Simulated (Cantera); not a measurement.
An adiabatic, constant-pressure homogeneous reactor starts with 2.11 % CH4, 0.196 % C2H6, 0.196 % C3H8, 16.8 % O2, 72.3 % N2, 8.43 % H2, equivalence ratio 0.60, at 1800 K and 5.00 bar.

Cantera simulation using GRI-Mech 3.0 (53 species, 325 reactions); the numbers are that mechanism's predictions, not measurements.

Q: Predict: time of steepest temperature rise; temperature at 7.00 s; equilibrium temperature.

A: 
| Quantity | Value |
|---|---|
| time of steepest temperature rise | 2.29 µs |
| temperature at 7.00 s | 2751 K |
| equilibrium temperature | 2751 K |
